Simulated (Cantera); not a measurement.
Silicon oxide and oxynitride deposition: SiH2Cl2 + H2O + H2

Charge: 1 mol SiH2Cl2, a varied amount of H2O, 4.4 mol H2, at 1775 K and 10.0 mbar.

Cantera equilibrium calculation (NASA polynomials, part measured and part estimated; ideal gas, pure solids and liquids). Candidate condensed phases: H2O, Si, SiO2; 30 gas species. The tables' values for SiCl3, SiCl are old estimates; treat these amounts as uncertain. The tables hold silica as quartz up to 1696 K and as liquid above; real silica turns to tridymite and cristobalite and melts near 1996 K. Gases not in the tables: Si2H6 and higher silanes. Rates play no part.

At 0.19 mol H2O the condensed part is Si(l). From 0.54 mol H2O to 0.89 mol H2O nothing is condensed. From 1.2 mol H2O to 2.3 mol H2O the condensed part is SiO2(condensed). The main Si-bearing gas is SiCl2 at 0.19 mol H2O and SiO at 2.3 mol H2O.

| n(H2O) (mol) | x H2 | x HCl | x SiO | x SiCl2 | x H2O | n Si(l) | n SiO2(condensed) |
|---|---|---|---|---|---|---|---|
| 0.19 | 0.754 | 0.136 | 0.0280 | 0.0781 | 2.83e-7 | 0.271 | 0 |
| 0.54 | 0.720 | 0.144 | 0.0721 | 0.0604 | 1.06e-6 | 0 | 0 |
| 0.89 | 0.658 | 0.217 | 0.109 | 0.0132 | 1.66e-5 | 0 | 0 |
| 1.2 | 0.664 | 0.236 | 0.0955 | 0.000247 | 0.000930 | 0 | 0.194 |
| 1.6 | 0.709 | 0.237 | 0.0493 | 6.16e-5 | 0.00192 | 0 | 0.584 |
| 1.9 | 0.738 | 0.236 | 0.0175 | 7.38e-6 | 0.00565 | 0 | 0.852 |
| 2.3 | 0.729 | 0.228 | 0.00264 | 1.60e-7 | 0.0370 | 0 | 0.977 |
x: gas mole fraction; n: condensed amount in mol.
